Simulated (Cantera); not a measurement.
Charge: 1 mol Cr, a varied amount of N₂O, at 2723 K and 165 Torr.

These are equilibrium values from Cantera (NASA tables, ideal gas, pure condensed phases), not measurements of a reactor. Candidate condensed phases: Cr, CrN, Cr₂N, Cr₂O₃; 14 gas species. Equilibrium is a limit: real reactors are often held back by kinetics, nucleation or transport.

log p: log10 of the partial pressure in bar; n: condensed amount in mol.

```csv
n(N₂O) (mol),log p N₂,log p Cr,log p CrO,log p O₂,log p CrO₂,log p O,log p NO,n Cr₂O₃(l)
0.59,-1.01,-1.04,-1.53,-4.72,-2.61,-3.76,-3.96,[?]
0.67,-0.97,-1.09,-1.55,-4.65,-2.60,-3.73,-3.90,[?]
0.76,-0.92,-1.15,-1.57,-4.57,-2.58,-3.69,-3.84,[?]
0.87,-0.87,-1.24,-1.60,-4.46,-2.55,-3.63,-3.76,[?]
0.98,-0.83,-1.34,-1.63,-4.32,-2.51,-3.56,-3.67,[?]
1.1,-0.79,-1.47,-1.67,-4.15,-2.47,-3.47,-3.56,[?]
1.3,-0.74,-1.80,-1.78,-3.70,-2.36,-3.25,-3.31,[?]
1.4,-0.72,-2.08,-1.88,-3.33,-2.27,-3.07,-3.12,0.402
1.6,-0.72,-2.81,-2.12,-2.37,-2.03,-2.59,-2.64,0.423
1.8,-0.74,-3.10,-2.22,-1.97,-1.93,-2.39,-2.45,0.408
2.1,-0.76,-3.28,-2.28,-1.74,-1.87,-2.27,-2.34,0.383
2.4,-0.78,-3.36,-2.30,-1.63,-1.84,-2.21,-2.30,0.356
2.7,-0.80,-3.42,-2.32,-1.56,-1.82,-2.18,-2.27,0.330
```

Q: Fill in the missing entries.

A: 
- 0.59, n Cr₂O₃(l): 0.126
- 0.67, n Cr₂O₃(l): 0.153
- 0.76, n Cr₂O₃(l): 0.184
- 0.87, n Cr₂O₃(l): 0.222
- 0.98, n Cr₂O₃(l): 0.260
- 1.1, n Cr₂O₃(l): 0.301
- 1.3, n Cr₂O₃(l): 0.370
